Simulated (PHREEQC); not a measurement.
PHREEQC input (ion-association model, wateq4f.dat):

```
SOLUTION_MASTER_SPECIES
  An  An-  0  An  62.0  # stands for a non-complexing anion
SOLUTION_SPECIES
  An- = An-
    -log_k 0
    -gamma 3.0 0
PHASES
  Fix_H+
    H+ = H+
    -log_k 0
SOLUTION 1
  temp 25
  units mmol/kgw
  pH 7 charge
  Cl 0.0024
  Mn(2) 0.0012
  As(3) 0.00037
  Na 10.0004
  An 10
END
SELECTED_OUTPUT 1
  -reset false
  -pH true
  -pe true
  -ionic_strength true
  -water true
  -totals As Cl Mn Na As(3) As(5) Mn(2) Mn(3) Mn(6) Mn(7)
  -molalities Hfo_wOH Hfo_wOH2+ Hfo_wO- Hfo_sOH Hfo_sOH2+ Hfo_sO- Hfo_wH2AsO3 Hfo_sOMn+ Hfo_wOMn+
  -saturation_indices Pyrochroite Arsenolite Halite
USER_PUNCH 1
  -headings sigma psi
  10 PUNCH EDL("sigma", "Hfo"), EDL("psi", "Hfo")
PRINT
  -reset false
USE solution 1
SURFACE 1
  Hfo_wOH 0.000269663 600 0.12
  Hfo_sOH 6.74157e-06
EQUILIBRIUM_PHASES 1
  Fix_H+ -4 HAn 10
    -force_equality true
END
# ... the last block is repeated for the other 16 points of pH, with NaOH or the acid as the point needs
```

Selected output (columns that matter, 17 of 17 rows; pH added in front):

```
pH	mu	As	Mn	Na	m_Hfo_wOH	m_Hfo_wOH2+	m_Hfo_wO-	m_Hfo_sOH	m_Hfo_sOH2+	si_Pyrochroite	si_Arsenolite	si_Halite	sigma	psi
4	0.010194	1.2759e-08	1.2e-06	0.01	0.00010864	0.00015897	1.7009e-06	2.7196e-06	3.9794e-06	-13.293	-14.406	-9.2925	0.21604	0.18484
4.5	0.010098	9.6593e-09	1.1999e-06	0.01	0.00014475	0.00012057	3.981e-06	3.6236e-06	3.0183e-06	-12.292	-14.648	-9.2921	0.16016	0.16974
5	0.010057	8.1708e-09	1.1996e-06	0.01	0.00017183	8.9947e-05	7.5202e-06	4.3014e-06	2.2516e-06	-11.292	-14.793	-9.2919	0.11323	0.1521
5.5	0.010036	7.4321e-09	1.1971e-06	0.01	0.00018933	6.7873e-05	1.2099e-05	4.7376e-06	1.6984e-06	-10.293	-14.876	-9.2918	0.076622	0.13224
6	0.010023	7.0784e-09	1.1778e-06	0.01	0.00019909	5.312e-05	1.7093e-05	4.968e-06	1.3255e-06	-9.2998	-14.918	-9.2918	0.049517	0.11025
6.5	0.010015	6.9289e-09	1.0414e-06	0.01	0.00020381	4.3729e-05	2.176e-05	4.9859e-06	1.0698e-06	-8.3532	-14.938	-9.2918	0.030375	0.086276
7	0.010009	6.8982e-09	5.4044e-07	0.01	0.00020583	3.773e-05	2.5723e-05	4.6659e-06	8.5531e-07	-7.6381	-14.947	-9.2917	0.01734	0.060742
7.5	0.010004	6.9886e-09	1.0683e-07	0.01	0.00020654	3.3877e-05	2.8846e-05	4.363e-06	7.1564e-07	-7.3423	-14.95	-9.2917	0.0083494	0.03402
8	0.010003	7.3427e-09	1.2788e-08	0.010002	0.00020669	3.1249e-05	3.1318e-05	4.2972e-06	6.4969e-07	-7.2648	-14.952	-9.2916	0.0014965	0.0065355
8.5	0.010008	8.4799e-09	1.4019e-09	0.01001	0.00020655	2.8956e-05	3.3753e-05	4.2859e-06	6.0084e-07	-7.2267	-14.954	-9.2913	-0.0049566	-0.021102
9	0.010018	1.2046e-08	1.5615e-10	0.010023	0.00020602	2.6372e-05	3.6869e-05	4.274e-06	5.4711e-07	-7.1856	-14.96	-9.2908	-0.012752	-0.048345
9.5	0.010046	2.2965e-08	1.86e-11	0.010055	0.00020462	2.3056e-05	4.16e-05	4.2446e-06	4.7829e-07	-7.1271	-14.981	-9.2895	-0.023759	-0.074646
10	0.010129	5.4107e-08	2.5633e-12	0.010144	0.00020121	1.8824e-05	4.927e-05	4.1734e-06	3.9045e-07	-7.039	-15.048	-9.286	-0.040041	-0.099445
10.5	0.010379	1.2664e-07	4.6939e-13	0.010402	0.00019367	1.3902e-05	6.1807e-05	4.0159e-06	2.8827e-07	-6.9073	-15.242	-9.2761	-0.063925	-0.12222
11	0.011157	2.353e-07	1.347e-13	0.011194	0.00017846	8.8824e-06	8.214e-05	3.6991e-06	1.8411e-07	-6.7126	-15.684	-9.2471	-0.098607	-0.14239
11.5	0.013629	3.2141e-07	6.892e-14	0.013685	0.00014976	4.4543e-06	0.00011535	3.1033e-06	9.23e-08	-6.4128	-16.418	-9.1684	-0.1501	-0.15874
12	0.021685	3.5898e-07	1.0013e-13	0.02177	9.9618e-05	1.3481e-06	0.00016864	2.0639e-06	2.793e-08	-5.8939	-17.354	-8.9891	-0.22724	-0.16808
```

Complexes and solids missing from the database can't appear.
